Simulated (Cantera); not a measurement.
Charge: 1 mol B, 9.4 mol N2, equilibrated at 1627 °C and 133 Pa.

Method: chemical equilibrium by Gibbs-energy minimisation in Cantera with the NASA 1993 tables (ideal gas, pure condensed phases). Candidate condensed phases: B, BN; 5 gas species. Rates play no part.

Base state: N2 1.000 (mole fractions); condensed: BN(s).

### Question
What changes in the equilibrium state with this change: 0.1 mol O2 added?

### Answer
```json
[
 {"species": "N2", "before": "1.000", "after": "0.983"},
 {"species": "BO", "before": "0", "after": "0.0128"},
 {"species": "B2O2", "before": "0", "after": "0.00430"},
 {"species": "B2O3", "before": "0", "after": "0.000144"},
 {"species": "B2O", "before": "0", "after": "1.96e-5"},
 {"species": "BN(s), mol", "before": "1.000", "after": "0.801"}
]
```
Further candidate phases: B2O3.
